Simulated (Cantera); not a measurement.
What does this Cantera script print?

```python
import numpy as np
import cantera as ct

gas = ct.Solution("h2o2.yaml")
gas.TPX = 1425, 1333, {'H2': 0.19, 'O2': 0.71, 'N2': 2.9}
inlet = ct.Reservoir(gas, clone=True)

reactor = ct.IdealGasConstPressureReactor(gas, energy="off", clone=False)
exhaust = ct.Reservoir(gas, clone=True)
tau = [1.8, 0.59, 0.19, 0.063, 0.02, 0.0066, 0.0022, 0.0007, 0.00023][0]
for a, b in ((inlet, reactor), (reactor, exhaust)):
    ct.MassFlowController(a, b, mdot=lambda t: reactor.mass / tau)
net = ct.ReactorNet([reactor])
show = ['H2', 'O2', 'H', 'HO2', 'H2O', 'OH']

rows = []
print(f"{'tau/s':>10s}{'T/K':>9s}" + "".join(f"{s:>11s}" for s in show))
for tau in [1.8, 0.59, 0.19, 0.063, 0.02, 0.0066, 0.0022, 0.0007, 0.00023]:
    net.initial_time = 0.0
    net.advance(30 * tau)
    before = gas.X
    net.advance(40 * tau)
    drift = np.max(np.abs(gas.X - before) / (gas.X + 1e-9))
    rows.append([gas.T, *gas[show].X, drift])
    print(f"{tau:10.3e}{gas.T:9.1f}" + "".join(f"{x:11.3e}" for x in gas[show].X))
```

Result:

```
     tau/s      T/K         H2         O2          H        HO2        H2O         OH
 1.800e+00   1425.0  5.613e-04  1.635e-01  1.077e-03  4.291e-07  4.894e-02  2.132e-03
 5.900e-01   1425.0  1.040e-03  1.617e-01  2.802e-03  5.209e-07  4.704e-02  2.887e-03
 1.900e-01   1425.0  1.710e-03  1.592e-01  6.144e-03  5.756e-07  4.403e-02  3.660e-03
 6.300e-02   1425.0  2.360e-03  1.570e-01  1.006e-02  5.943e-07  4.084e-02  4.217e-03
 2.000e-02   1425.0  3.014e-03  1.559e-01  1.291e-02  5.990e-07  3.839e-02  4.566e-03
 6.600e-03   1425.0  4.122e-03  1.563e-01  1.420e-02  6.031e-07  3.639e-02  4.869e-03
 2.200e-03   1425.0  6.912e-03  1.586e-01  1.450e-02  6.083e-07  3.321e-02  5.285e-03
 7.000e-04   1425.0  1.466e-02  1.645e-01  1.291e-02  6.019e-07  2.615e-02  5.477e-03
 2.300e-04   1425.0  3.412e-02  1.772e-01  6.211e-03  5.369e-07  1.116e-02  3.240e-03
```

Cantera simulation using the H2/O2 subset of GRI-Mech 3.0, which has no nitrogen chemistry; the numbers are that mechanism's predictions, not measurements. Radical loss at walls, strong at low pressure, is not modelled. The temperature is held fixed by assumption; the heat of reaction is taken as removed at once.
